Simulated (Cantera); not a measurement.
What does this Cantera script print?

```python
import numpy as np
import cantera as ct

gas_names = [...]  # 118 gases of nasa_gas.yaml made of C, Cl, F, H
cond_names = """
    C(gr) C6H6(L) C7H8(L) C8H18(L),n-octa
""".split()


# ... load() reads the species with a 1 bar reference pressure and builds the phases ...
atoms = {
    'CF4': {'C': 1, 'F': 4},
    'HCl': {'H': 1, 'CL': 1},
}
top_T = {'C(gr)': 4500}  # K; cautious upper limits of use, not melting points


# ... equilibrate(T, P, feed) seeds the gas with the atoms and calls Mixture.equilibrate('TP', solver="vcs", rtol=1e-11, max_steps=5000) ...
results = []
feed = {'CF4': 1, 'HCl': 0.049}  # mol
for P in [1, 5.2, 27, 140, 720, 3700, 19000, 100000]:
    for T in [2148, 2198, 2248, 2298, 2348, 2398, 2448, 2498, 2548, 2598, 2648]:
        mix = equilibrate(T, P, feed)
        results.append((T, P, feed, dict(zip(mix.species_names, mix.species_moles))))

for T, P, feed, n in results:
    print(f"{T:7g} {P:10.4g}  " + (" + ".join(c for c in cond_names if n.get(c, 0) > 1e-12) or "gas only"))
```

Output:

```
   2148          1  C(gr)
   2198          1  C(gr)
   2248          1  C(gr)
   2298          1  C(gr)
   2348          1  C(gr)
   2398          1  C(gr)
   2448          1  C(gr)
   2498          1  C(gr)
   2548          1  gas only
   2598          1  gas only
   2648          1  gas only
   2148        5.2  C(gr)
   2198        5.2  C(gr)
   2248        5.2  C(gr)
   2298        5.2  C(gr)
   2348        5.2  C(gr)
   2398        5.2  C(gr)
   2448        5.2  C(gr)
   2498        5.2  C(gr)
   2548        5.2  C(gr)
   2598        5.2  C(gr)
   2648        5.2  gas only
   2148         27  C(gr)
   2198         27  C(gr)
   2248         27  C(gr)
   2298         27  C(gr)
   2348         27  C(gr)
   2398         27  C(gr)
   2448         27  C(gr)
   2498         27  C(gr)
   2548         27  C(gr)
   2598         27  C(gr)
   2648         27  C(gr)
   2148        140  gas only
   2198        140  gas only
   2248        140  gas only
   2298        140  C(gr)
   2348        140  C(gr)
   2398        140  C(gr)
   2448        140  C(gr)
   2498        140  C(gr)
   2548        140  C(gr)
   2598        140  C(gr)
   2648        140  C(gr)
   2148        720  gas only
   2198        720  gas only
   2248        720  gas only
   2298        720  gas only
   2348        720  gas only
   2398        720  gas only
   2448        720  gas only
   2498        720  gas only
   2548        720  C(gr)
   2598        720  C(gr)
   2648        720  C(gr)
   2148       3700  gas only
   2198       3700  gas only
   2248       3700  gas only
   2298       3700  gas only
   2348       3700  gas only
   2398       3700  gas only
   2448       3700  gas only
   2498       3700  gas only
   2548       3700  gas only
   2598       3700  gas only
   2648       3700  gas only
   2148    1.9e+04  gas only
   2198    1.9e+04  gas only
   2248    1.9e+04  gas only
   2298    1.9e+04  gas only
   2348    1.9e+04  gas only
   2398    1.9e+04  gas only
   2448    1.9e+04  gas only
   2498    1.9e+04  gas only
   2548    1.9e+04  gas only
   2598    1.9e+04  gas only
   2648    1.9e+04  gas only
   2148      1e+05  gas only
   2198      1e+05  gas only
   2248      1e+05  gas only
   2298      1e+05  gas only
   2348      1e+05  gas only
   2398      1e+05  gas only
   2448      1e+05  gas only
   2498      1e+05  gas only
   2548      1e+05  gas only
   2598      1e+05  gas only
   2648      1e+05  gas only
```

These are equilibrium values from Cantera (NASA tables, ideal gas, pure condensed phases), not measurements of a reactor.
